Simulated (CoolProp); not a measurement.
The fluid at 473.89 K and 0.274 MPa expands adiabatically to 0.0498 MPa with isentropic efficiency 0.7. The same conditions are run with several fluids, on thermodynamics alone (safety and materials aside).

Model: reference Helmholtz-energy equation of state of each fluid (isobutene: Lemmon 2005; the fluoroketone C6F12O (FK-5-1-12): McLinden 2015; R113: Marx 1992; carbonyl sulfide: Lemmon 2006; dimethyl carbonate: Zhou 2011), in CoolProp.

```tsv
fluid	work (kJ/kg)	final temperature (K)	final density (kg/m³)
isobutene	78.4	436.6	0.773
the fluoroketone C6F12O (FK-5-1-12)	[?]	458.6	4.16
R113	23.5	441.7	2.56
carbonyl sulfide	67.1	386.3	[?]
dimethyl carbonate	[?]	[?]	1.23
```

Some entries are withheld; supply them.


- the fluoroketone C6F12O (FK-5-1-12), work (kJ/kg): 14.2
- carbonyl sulfide, final density (kg/m³): 0.934
- dimethyl carbonate, work (kJ/kg): 48.7
- dimethyl carbonate, final temperature (K): 440.7
